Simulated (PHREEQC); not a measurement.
Make-up at 25 °C: 10 mmol/kgw HBr, 9.5 mmol/kgw NaCl and 0.33 mmol/kgw MnSO4. Closed to the air; pH follows from the charge balance.

All values are PHREEQC results (ion-association model, wateq4f.dat), not measurements.

Precipitation was switched off in this run.

Task: Estimate the pH.

Result: pH 2.06.

Task: In which forms is S present?

Result: SO4-2 62 %, HSO4- 35 %, NaSO4- 1.7 %, MnSO4 1.2 % of the S.
